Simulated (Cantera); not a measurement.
Feed: 1 mol TEOS, 0.33 mol CO2, 38 mol H2, equilibrated at 0.000590 bar.

Method: chemical equilibrium by Gibbs-energy minimisation in Cantera with the NASA 1993 tables (ideal gas, pure condensed phases). Candidate condensed phases: C, C6H6, C7H8, C8H18, H2O, Si, SiC, SiO2; 123 gas species. The feed counts by its element totals alone. The tables hold silica as quartz up to 1696 K and as liquid above; real silica turns to tridymite and cristobalite and melts near 1996 K. The numbers say what is thermodynamically allowed, not how fast it happens.

x: gas mole fraction; n: condensed amount in mol.

```json
[
 {"T (K)": "775", "x H2": "0.947", "x CO": "0.0507", "x H": "3.97e-11", "x H2O": "0.00128", "x CH4": "0.00108", "x CO2": "0.000345", "n C(graphite)": "5.70", "n SiO2(α-quartz)": "1.00", "n SiO2(β-quartz)": "0", "n SiC(s)": "0"},
 {"T (K)": "875", "x H2": "0.947", "x CO": "0.0524", "x H": "2.01e-9", "x H2O": "0.000119", "x CH4": "0.000231", "x CO2": "1.74e-5", "n C(graphite)": "5.67", "n SiO2(α-quartz)": "0", "n SiO2(β-quartz)": "1.00", "n SiC(s)": "0"},
 {"T (K)": "975", "x H2": "0.947", "x CO": "0.0525", "x H": "4.58e-8", "x H2O": "1.76e-5", "x CH4": "6.65e-5", "x CO2": "1.56e-6", "n C(graphite)": "5.67", "n SiO2(α-quartz)": "0", "n SiO2(β-quartz)": "1.00", "n SiC(s)": "0"},
 {"T (K)": "1075", "x H2": "0.947", "x CO": "0.0525", "x H": "?", "x H2O": "?", "x CH4": "?", "x CO2": "?", "n C(graphite)": "5.67", "n SiO2(α-quartz)": "0", "n SiO2(β-quartz)": "1.000", "n SiC(s)": "0"},
 {"T (K)": "1175", "x H2": "0.947", "x CO": "0.0525", "x H": "4.91e-6", "x H2O": "1.02e-6", "x CH4": "1.01e-5", "x CO2": "4.41e-8", "n C(graphite)": "5.67", "n SiO2(α-quartz)": "0", "n SiO2(β-quartz)": "0.999", "n SiC(s)": "0"},
 {"T (K)": "1275", "x H2": "0.911", "x CO": "0.0884", "x H": "?", "x H2O": "?", "x CH4": "?", "x CO2": "?", "n C(graphite)": "2.68", "n SiO2(α-quartz)": "0", "n SiO2(β-quartz)": "0", "n SiC(s)": "0.997"},
 {"T (K)": "1375", "x H2": "0.911", "x CO": "0.0884", "x H": "0.000135", "x H2O": "2.19e-7", "x CH4": "2.44e-6", "x CO2": "1.03e-8", "n C(graphite)": "2.68", "n SiO2(α-quartz)": "0", "n SiO2(β-quartz)": "0", "n SiC(s)": "0.995"},
 {"T (K)": "1475", "x H2": "0.911", "x CO": "0.0883", "x H": "0.000510", "x H2O": "9.79e-8", "x CH4": "1.42e-6", "x CO2": "3.82e-9", "n C(graphite)": "2.69", "n SiO2(α-quartz)": "0", "n SiO2(β-quartz)": "0", "n SiC(s)": "0.992"},
 {"T (K)": "1575", "x H2": "0.910", "x CO": "0.0882", "x H": "0.00163", "x H2O": "4.86e-8", "x CH4": "8.88e-7", "x CO2": "1.62e-9", "n C(graphite)": "2.69", "n SiO2(α-quartz)": "0", "n SiO2(β-quartz)": "0", "n SiC(s)": "0.988"}
]
```

Q: Some entries are withheld; supply them.

A: 
- 1075, x H: 5.88e-7
- 1075, x H2O: 3.71e-6
- 1075, x CH4: 2.39e-5
- 1075, x CO2: 2.21e-7
- 1275, x H: 2.90e-5
- 1275, x H2O: 5.54e-7
- 1275, x CH4: 4.54e-6
- 1275, x CO2: 3.23e-8
